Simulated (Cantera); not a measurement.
Input: 1 mol Fe(CO)5, 0.051 mol CO, 16 mol H2, held at 0.000450 bar.

Method: chemical equilibrium by Gibbs-energy minimisation in Cantera with the NASA 1993 tables (ideal gas, pure condensed phases). Candidate condensed phases: C, C6H6, C7H8, C8H18, Fe, Fe(CO)5, FeO, Fe(OH)2, Fe(OH)3, Fe2O3, Fe3O4, H2O; 114 gas species. Equilibrium is a limit: real reactors are often held back by kinetics, nucleation or transport.

x: gas mole fraction; n: condensed amount in mol.

```csv
T (K),x H2,x CO,x H,x Fe,x CH4,x H2O,x CO2,n Fe(α),n Fe(γ)
1075,0.760,0.240,6.03e-7,1.00e-9,1.17e-5,1.04e-5,3.52e-6,1.00,0
1125,0.760,0.240,1.83e-6,7.48e-9,7.12e-6,5.56e-6,1.60e-6,1.00,0
1175,0.760,0.240,5.04e-6,4.68e-8,4.17e-6,3.40e-6,8.38e-7,1.000,0
1225,0.760,0.240,1.28e-5,2.51e-7,2.52e-6,2.19e-6,4.70e-7,0,1.000
1275,0.760,0.240,3.03e-5,1.17e-6,1.54e-6,1.50e-6,2.84e-7,0,1.000
1325,0.760,0.240,6.72e-5,4.88e-6,9.29e-7,1.11e-6,1.88e-7,0,1.000
1375,0.760,0.240,___,___,___,___,___,0,1.000
1425,0.760,0.240,0.000280,6.21e-5,3.16e-7,7.71e-7,1.07e-7,0,0.999
1475,0.759,0.240,___,___,___,6.96e-7,___,0,0.996
1525,0.759,0.240,0.000971,0.000562,1.08e-7,6.45e-7,7.57e-8,0,0.988
```

### Question
Complete the blanks.

### Answer

- 1375, x H: 0.000141
- 1375, x Fe: 1.82e-5
- 1375, x CH4: 5.46e-7
- 1375, x H2O: 8.94e-7
- 1375, x CO2: 1.36e-7
- 1475, x H: 0.000533
- 1475, x Fe: 0.000194
- 1475, x CH4: 1.83e-7
- 1475, x CO2: 8.85e-8
